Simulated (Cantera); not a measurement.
Input (Python, Cantera) and output of one run.

```python
import numpy as np
import cantera as ct

gas_names = """
    Fe FeO N NO NO2 NO3 N2 N2O O O2 O3 S SN SO SO2 SO3 S2 S2O S8
""".split()
cond_names = """
    Fe(a) Fe(c) Fe(d) Fe(L) FeO(s) FeO(L) FeS(a) FeS(b) FeS(c) FeS(L) FeSO4(s) FeS2(s) Fe2O3(s)
    Fe2S3O12(s) Fe3O4(s) S(cr1) S(cr2) S(L)
""".split()


# ... load() reads the species with a 1 bar reference pressure and builds the phases ...
atoms = {
    'FeS': {'Fe': 1, 'S': 1},
    'SO3': {'S': 1, 'O': 3},
    'N2': {'N': 2},
}
top_T = {'FeSO4(s)': 950, 'FeS2(s)': 1010, 'Fe2O3(s)': 1830, 'Fe2S3O12(s)': 1100, 'Fe3O4(s)': 1870}  # K; cautious upper limits of use, not melting points


# ... equilibrate(T, P, feed) seeds the gas with the atoms and calls Mixture.equilibrate('TP', solver="vcs", rtol=1e-11, max_steps=5000) ...
results = []
T = 1550  # K
P = 13000  # Pa
for m in [0.1, 0.15, 0.22, 0.33, 0.48, 0.71, 1, 1.5, 2.2, 3.3]:
    feed = {'FeS': 1, 'SO3': m, 'N2': 1.4}  # mol
    mix = equilibrate(T, P, feed)
    results.append((T, P, feed, dict(zip(mix.species_names, mix.species_moles))))

top = {s: max(r[3][s] / sum(r[3][g] for g in gas_names) for r in results) for s in gas_names}
cols = sorted((s for s in top if top[s] > 1e-06), key=lambda s: -top[s])[:8]
seen = [c for c in cond_names if any(r[3].get(c, 0) > 1e-12 for r in results)]
print("log10 of partial pressures in bar; condensed amounts in mol")
print(f"{'n(SO3)':>10s}" + "".join(f"{s[:9]:>10s}" for s in cols + seen))
for T, P, feed, n in results:
    ng = sum(n[g] for g in gas_names)
    print(f"{feed['SO3']:10.4g}" + "".join(f"{np.log10(max(n[s] / ng * P / 1e5, 1e-99)):10.3f}" for s in cols)
          + "".join(f"{n.get(c, 0):10.4g}" for c in seen))
```

Result:

```
log10 of partial pressures in bar; condensed amounts in mol
    n(SO3)        N2       SO2        S2        SO       S2O         S       SO3        NO    FeO(s)    FeS(L)  Fe3O4(s)
       0.1    -0.932    -2.136    -2.272    -3.566    -4.078    -5.283    -8.356    -7.571    0.1207    0.8793         0
      0.15    -0.952    -1.962    -2.156    -3.449    -3.903    -5.224    -8.124    -7.523    0.1699    0.8301         0
      0.22    -0.979    -1.807    -2.053    -3.346    -3.749    -5.173    -7.918    -7.485    0.2353    0.7647         0
      0.33    -1.018    -1.656    -1.952    -3.246    -3.598    -5.123    -7.716    -7.454    0.3337    0.6663         0
      0.48    -1.066    -1.531    -1.869    -3.162    -3.472    -5.081    -7.549    -7.436    0.4632    0.5368         0
      0.71    -1.130    -1.416    -1.792    -3.085    -3.357    -5.042    -7.396    -7.429    0.6566    0.3434         0
         1    -1.199    -1.330    -1.735    -3.028    -3.271    -5.014    -7.281    -7.435    0.8958    0.1042         0
       1.5    -1.288    -1.196    -1.880    -2.997    -3.313    -5.086    -7.044    -7.376         1         0         0
       2.2    -1.384    -1.086    -2.263    -3.038    -3.546    -5.278    -6.784    -7.274         1         0         0
       3.3    -1.495    -1.011    -4.046    -3.446    -4.846    -6.170    -6.225    -6.846         0         0    0.3333
```

Equilibrium computed with Cantera from the NASA thermochemical tables; the gas is ideal and each condensed phase is pure. Metal and sulfide melt together well below either melting point, which pure phases cannot show. Mutual solubility and eutectic melting of coexisting phases are not modelled. The tables' stoichiometric FeO is somewhat more stable than real wüstite, so its field is too wide. FeO, FeS: taken at fixed stoichiometry.
